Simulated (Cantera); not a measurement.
An adiabatic, constant-volume homogeneous reactor starts with 9.64 % CO, 8.00 % H2, 17.3 % O2, 65.1 % N2, equivalence ratio 0.51, at 1523 K and 26.0 bar.

Detailed kinetics in Cantera: GRI-Mech 3.0 (53 species, 325 reactions). The hydrogen kinetics of GRI-Mech 3.0 are dated; newer H2 mechanisms differ, most at raised pressure. The pressure lies above the range GRI-Mech 3.0 was tuned for (to about 10 atm).

### Question
Predict: time of steepest temperature rise; temperature at 0.500 s; equilibrium temperature; x(CO) at 0.500 s; x(H2) at 0.500 s; x(O2) at 0.500 s; x(H) at 0.500 s; x(HO2) at 0.500 s; x(NO) at 0.500 s.

### Answer
* **time of steepest temperature rise**: 1.03 µs
* **temperature at 0.500 s**: 2859 K
* **equilibrium temperature**: 2859 K
* **x(CO) at 0.500 s**: 0.00966 (gas-phase equilibrium 0.00966)
* **x(H2) at 0.500 s**: 0.00115 (gas-phase equilibrium 0.00115)
* **x(O2) at 0.500 s**: 0.0813 (gas-phase equilibrium 0.0813)
* **x(H) at 0.500 s**: 0.000511 (gas-phase equilibrium 0.000511)
* **x(HO2) at 0.500 s**: 3.68e-5 (gas-phase equilibrium 3.68e-5)
* **x(NO) at 0.500 s**: 0.0234 (gas-phase equilibrium 0.0234)
